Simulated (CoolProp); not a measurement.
Propyne at 346.7 K and 0.583 MPa is throttled through a valve to 0.274 MPa with no heat exchange. Each further row changes one setting.

Model: reference Helmholtz-energy equation of state, Polt 1992, in CoolProp. This equation is an older, rougher fit.

```
case                        temperature change (K)  final density (kg/m³)
--------------------------  ----------------------  ---------------------
as stated                                     -4.7                   3.98
outlet pressure 0.0822 MPa                    -7.6                   1.18
outlet pressure 0.356 MPa                     -3.4                   5.19
```
